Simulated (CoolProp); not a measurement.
Properties of cis-2-butene along the isotherm 251.85 °C.

Model: reference Helmholtz-energy equation of state, Lemmon 2005, in CoolProp. It is a short technical equation, of lower accuracy than the large ones.

| p (kPa) | phase | density (kg/m³) | cp (kJ/(kg K)) | Joule-Thomson coefficient (K/MPa) | isothermal compressibility (1/MPa) |
|---|---|---|---|---|---|
| 177 | gas | 2.293 | 2.298 | 5.160 | 5.695 |
| 353 | gas | 4.610 | 2.307 | 5.202 | 2.878 |
| 530 | gas | 6.978 | 2.315 | 5.245 | 1.933 |
| 706 | gas | 9.371 | 2.324 | 5.289 | 1.463 |
| 883 | gas | 11.82 | 2.333 | 5.332 | 1.180 |
| 1060 | gas | 14.31 | 2.343 | 5.376 | 0.9916 |
| 1240 | gas | 16.89 | 2.353 | 5.421 | 0.8554 |
| 1410 | gas | 19.36 | 2.364 | 5.464 | 0.7589 |
| 1590 | gas | 22.03 | 2.375 | 5.509 | 0.6793 |
| 1770 | gas | 24.75 | 2.387 | 5.554 | 0.6162 |
| 1940 | gas | 27.37 | 2.398 | 5.596 | 0.5674 |
| 2120 | gas | 30.19 | 2.411 | 5.640 | 0.5244 |
